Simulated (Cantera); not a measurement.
Input (Python, Cantera) and output of one run.

```python
import numpy as np
import cantera as ct

gas_names = [...]  # 136 gases of nasa_gas.yaml made of C, H, N, O
cond_names = """
    C(gr) C6H6(L) C7H8(L) C8H18(L),n-octa H2O(s) H2O(L)
""".split()


# ... load() reads the species with a 1 bar reference pressure and builds the phases ...
atoms = {
    'CO': {'C': 1, 'O': 1},
    'H2': {'H': 2},
    'N2': {'N': 2},
}
top_T = {'C(gr)': 4500}  # K; cautious upper limits of use, not melting points


# ... equilibrate(T, P, feed) seeds the gas with the atoms and calls Mixture.equilibrate('TP', solver="vcs", rtol=1e-11, max_steps=5000) ...
results = []
feed = {'CO': 1, 'H2': 7.7, 'N2': 25}  # mol
T = 1948.15  # K
P = 36000  # Pa
mix = equilibrate(T, P, feed)
results.append((T, P, feed, dict(zip(mix.species_names, mix.species_moles))))
print(gas.report(threshold=0.001))
for i in range(1, mix.n_phases):
    print(f"{mix.phase(i).name:16s} {mix.phase_moles(i):12.5e} mol")
```

Output:

```
       temperature   1948.2 K
          pressure   36000 Pa
           density   0.049039 kg/m^3
  mean mol. weight   22.065 kg/kmol
   phase of matter   gas

                          1 kg             1 kmol
                     ---------------   ---------------
          enthalpy        2.2869e+06         5.046e+07  J
   internal energy        1.5528e+06        3.4262e+07  J
           entropy             11367         2.508e+05  J/K
    Gibbs function       -1.9857e+07       -4.3813e+08  J
 heat capacity c_p            1607.8             35476  J/K
 heat capacity c_v              1231             27162  J/K

                      mass frac. Y      mole frac. X     chem. pot. / RT
                     ---------------   ---------------   ---------------
                CO          0.037597          0.029617           -38.978
                H2          0.020821           0.22788           -21.898
                N2           0.94145           0.74152           -28.173
     [ +133 minor]         0.0001316        0.00098744

C(gr)             0.00000e+00 mol
```

Cantera equilibrium calculation (NASA polynomials, part measured and part estimated; ideal gas, pure solids and liquids).
